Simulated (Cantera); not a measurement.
An isothermal, constant-pressure homogeneous reactor starts with CH4 : N2 = 1 : 140 (molar parts), at 1598 K and 101000 Pa.

Computed with Cantera and GRI-Mech 3.0 (53 species, 325 reactions). GRI-Mech 3.0 stops at C3 and has no aromatics, soot or wall deposition, so with more carbon than oxygen in the feed, carbon stays in small species such as C2H2 where larger ones or solid carbon would form.

x: mole fraction; the columns are a selection and need not sum to one.

```csv
t (s),x CH4,x HCN,x H2,x C2H4,x CH2,x H
5.00e-6,0.00709,<1e-12,2.07e-8,<1e-12,<1e-12,3.96e-8
1.81e-5,0.00709,<1e-12,1.54e-7,2.40e-12,2.18e-12,6.38e-8
6.53e-5,0.00709,<1e-12,7.22e-7,1.75e-10,2.76e-11,6.64e-8
0.000236,0.00709,<1e-12,2.80e-6,9.35e-9,2.59e-10,6.76e-8
0.000854,0.00707,3.50e-12,1.10e-5,4.19e-7,2.40e-9,8.27e-8
0.00309,0.00699,1.00e-10,6.44e-5,1.33e-5,1.58e-8,2.12e-7
0.0112,[?],[?],[?],0.000192,[?],[?]
0.0403,0.00471,5.65e-8,0.00326,0.000196,3.12e-8,2.37e-6
0.146,0.00276,2.03e-7,0.00637,3.81e-5,1.48e-8,3.63e-6
0.527,0.00117,4.92e-7,0.00880,8.19e-6,5.93e-9,4.66e-6
1.91,0.000382,8.68e-7,0.00998,4.30e-6,1.93e-9,5.20e-6
6.89,0.000111,1.24e-6,0.0104,4.14e-6,5.65e-10,5.39e-6
24.9,[?],[?],0.0105,4.19e-6,1.78e-10,5.45e-6
90.0,2.06e-5,2.21e-6,0.0105,4.20e-6,1.05e-10,5.46e-6
```

Task: Some entries are withheld; supply them.

Result: 
- 0.0112, x CH4: 0.00641
- 0.0112, x HCN: 4.88e-9
- 0.0112, x H2: 0.000668
- 0.0112, x CH2: 5.02e-8
- 0.0112, x H: 1.01e-6
- 24.9, x CH4: 3.50e-5
- 24.9, x HCN: 1.62e-6
